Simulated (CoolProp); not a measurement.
Vapour-liquid equilibrium of R22 (1) + R142b (2) at 304.3 K; x and y are mole fractions of (1).

The numbers come from the multi-fluid Helmholtz-energy mixture model, Kamei 1995 and Lemmon 2006; pair parameters Bell 2016 in CoolProp.

```json
[
 {"x": "0.05", "bubble pressure (MPa)": "0.4429", "y at the bubble point": "0.119", "dew pressure at overall composition x (MPa)": "0.4210", "liquid density (mol/L)": "11.01"},
 {"x": "0.15", "bubble pressure (MPa)": "0.5148", "y at the bubble point": "0.307", "dew pressure at overall composition x (MPa)": "0.4535", "liquid density (mol/L)": "11.25"},
 {"x": "0.25", "bubble pressure (MPa)": "0.5868", "y at the bubble point": "0.451", "dew pressure at overall composition x (MPa)": "0.4910", "liquid density (mol/L)": "11.49"},
 {"x": "0.35", "bubble pressure (MPa)": "0.6602", "y at the bubble point": "0.568", "dew pressure at overall composition x (MPa)": "0.5346", "liquid density (mol/L)": "11.74"},
 {"x": "0.45", "bubble pressure (MPa)": "0.7365", "y at the bubble point": "0.666", "dew pressure at overall composition x (MPa)": "0.5860", "liquid density (mol/L)": "12.00"},
 {"x": "0.55", "bubble pressure (MPa)": "0.8164", "y at the bubble point": "0.749", "dew pressure at overall composition x (MPa)": "0.6477", "liquid density (mol/L)": "12.26"},
 {"x": "0.65", "bubble pressure (MPa)": "0.9005", "y at the bubble point": "0.821", "dew pressure at overall composition x (MPa)": "0.7229", "liquid density (mol/L)": "12.53"},
 {"x": "0.75", "bubble pressure (MPa)": "0.9891", "y at the bubble point": "0.882", "dew pressure at overall composition x (MPa)": "0.8174", "liquid density (mol/L)": "12.81"},
 {"x": "0.85", "bubble pressure (MPa)": "1.082", "y at the bubble point": "0.935", "dew pressure at overall composition x (MPa)": "0.9407", "liquid density (mol/L)": "13.08"},
 {"x": "0.95", "bubble pressure (MPa)": "1.179", "y at the bubble point": "0.980", "dew pressure at overall composition x (MPa)": "1.112", "liquid density (mol/L)": "13.35"}
]
```

No azeotrope shows between x = 0.05 and 0.95.

Pair parameters are fitted to limited data, so mixtures are less certain than the pure fluids.
